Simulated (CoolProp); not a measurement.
Saturation properties of dimethyl ether (Tc = 400.4 K, pc = 53.37 bar, ω = 0.196).

Computed with CoolProp (reference Helmholtz-energy equation of state, Wu 2011).

```csv
T (K),p (bar),vapour density (kg/m³),enthalpy of vaporisation (kJ/kg),surface tension (mN/m),liquid viscosity (µPa s)
256.9,1.448,3.278,455.2,17.3,189
262,1.771,3.957,449.0,16.6,179
267.1,2.146,4.739,442.7,15.8,170
272.2,2.579,5.637,436.2,15.0,161
277.3,3.076,6.661,429.6,14.3,154
282.4,3.644,7.824,422.8,13.6,147
287.6,4.300,9.166,415.6,12.8,140
292.7,5.027,10.65,408.4,12.1,134
297.8,5.843,12.32,400.9,11.4,128
302.9,6.753,14.19,393.2,10.7,123
308,7.765,16.28,385.1,9.96,118
313.1,8.886,18.62,376.8,9.27,113
318.2,10.12,21.22,368.2,8.59,108
```

It boils at 248.4 K under 1 atm.

Viscosity comes from a separate model (Meng 2012). Surface tension comes from a separate correlation (Mulero 2012).
